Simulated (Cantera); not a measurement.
## Stirred combustor or abatement burner

A perfectly stirred reactor is fed with CO : H₂ : CH₄ : O₂ : N₂ : H₂O : CO₂ = 1 : 0.15 : 1.4 : 5.19 : 19.5 : 0.63 : 0.037 (molar parts), at 1.00 bar; it is adiabatic with a 475 K inlet, and is followed from long to short residence time, starting on the burning branch (τ in s: 0.099, 0.055, 0.031, 0.017, 0.0094, 0.0052, 0.0029, 0.0016, 0.00089, 0.00049, 0.00027, 0.00015, 8.4e-05).

Cantera simulation using GRI-Mech 3.0 (53 species, 325 reactions); the numbers are that mechanism's predictions, not measurements.

```tsv
τ (s)	T (K)	x CO	x H₂	x CH₄	x C₂H₂	x H₂O	x HCO
0.099	1898	0.000710	0.000196	5.75e-6	3.02e-10	0.130	1.33e-8
0.055	1894	0.00100	0.000272	8.54e-6	4.85e-10	0.129	2.43e-8
0.031	1888	0.00142	0.000380	1.24e-5	7.15e-10	0.129	4.40e-8
0.017	1879	0.00205	0.000545	1.82e-5	1.02e-9	0.129	8.21e-8
0.0094	1866	0.00293	0.000774	2.67e-5	1.41e-9	0.128	1.52e-7
0.0052	1850	0.00415	0.00109	3.94e-5	1.93e-9	0.127	2.79e-7
0.0029	1828	0.00578	0.00149	5.85e-5	2.65e-9	0.126	5.07e-7
0.0016	1798	0.00799	0.00202	8.95e-5	3.80e-9	0.125	9.24e-7
0.00089	1761	0.0109	0.00263	0.000141	5.81e-9	0.123	1.66e-6
0.00049	1712	0.0150	0.00334	0.000237	1.00e-8	0.121	2.98e-6
0.00027	1648	0.0211	0.00410	0.000441	2.11e-8	0.119	5.36e-6
0.00015	1552	0.0319	0.00498	0.00107	7.14e-8	0.117	9.76e-6
8.4e-5	475	0.0358	0.00537	0.0502	<1e-12	0.0226	<1e-12
```
x: mole fraction; the columns are a selection and need not sum to one.
